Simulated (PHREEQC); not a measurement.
Spent oxide etchant

A solution holds 0.035 mol/kgw HF, 0.0005 mol/kgw (NH4)2SiF6 and 0.0098 mol/kgw H3PO4, at 25 °C. Closed to the air; pH follows from the charge balance.

Computed with PHREEQC (ion-association model, phreeqc.dat).

Each row changes one thing in this solution. This is a speciation only: nothing precipitates in the calculation.

```csv
case,pH,ionic strength (mol/kgw),HF (mol/kgw),F- (mol/kgw),HF2- (mol/kgw)
as made,2.12,0.00980,0.0312,0.00305,0.000366
temperature from 25 to 40 °C,(withheld),0.00909,0.0318,0.00257,0.000342
(NH4)2SiF6 from 0.0005 to 5e-05 mol/kgw,2.12,0.00841,0.0312,0.00303,0.000364
H3PO4 left out,2.33,0.00657,0.0294,0.00456,0.000515
temperature from 25 to 80 °C,(withheld),0.00752,0.0331,0.00151,0.000213
HF from 0.035 to 0.0315 mol/kgw,2.13,0.00957,0.0281,0.00282,0.000304
(NH4)2SiF6 left out,2.12,0.00825,0.0312,0.00303,0.000363
```

**Question.** Complete the blanks.

**Answer.** 
- temperature from 25 to 40 °C, pH: 2.16
- temperature from 25 to 80 °C, pH: 2.26

Constants without temperature data keep their 25 °C values here. SiF6-2 is the database's only silicon fluoride.
